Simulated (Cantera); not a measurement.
An isothermal plug-flow reactor at 775 K and 5.00 bar (inlet), inlet velocity 1.8 m/s, active area per volume 470 1/m; feed H₂ : O₂ : N₂ = 0.0036 : 0.028 : 0.79 (molar parts).

Model: Deutschmann's 1995 Pt surface mechanism with GRI-Mech 3.0 gas chemistry, integrated in Cantera. Catalytic surfaces can have several steady states; this one follows from the mechanism file's or the stated starting coverage. Mass transfer to the wall is taken as infinitely fast.

What does this change do: temperature 775 to 475 K?


```tsv
quantity	before	after
x(H₂) at z = 0.0058 m	0.000234	0.000509
x(O₂) at z = 0.0058 m	0.0321	0.0322
x(H₂O) at z = 0.0058 m	0.00416	0.00388
θ(free Pt) at the exit	0.0283	0.0224
θ(O*) at the exit	0.969	0.940
θ(OH*) at the exit	0.00296	0.0371
```

What does this change do: temperature 775 to 900 K?


| quantity | before | after |
|---|---|---|
| x(H₂) at z = 0.0058 m | 0.000234 | 1.55e-5 |
| x(O₂) at z = 0.0058 m | 0.0321 | 0.0320 |
| x(H₂O) at z = 0.0058 m | 0.00416 | 0.00438 |
| θ(free Pt) at the exit | 0.0283 | 0.0868 |
| θ(O*) at the exit | 0.969 | 0.910 |
| θ(OH*) at the exit | 0.00296 | 0.00276 |
